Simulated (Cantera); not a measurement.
Input: 1 mol SiH₂Cl₂, 5 mol N₂, equilibrated at 1725 K.

Equilibrium computed with Cantera from the NASA thermochemical tables; the gas is ideal and each condensed phase is pure. Candidate condensed phases: NH₄Cl, Si, Si₃N₄; 28 gas species. Kinetics and transport are ignored.

Question: What share of the Si ends up in condensed phases as a function of P (Pa), at 5, 36, 260, 1900, 14000, 100000?

Answer: 
```tsv
P (Pa)	Si condensed (%)	as
5	5.6	Si(l)
36	19.0	Si(l)
260	21.0	Si(l)
1900	32.7	Si₃N₄(s)
14000	49.3	Si₃N₄(s)
100000	64.7	Si₃N₄(s)
```
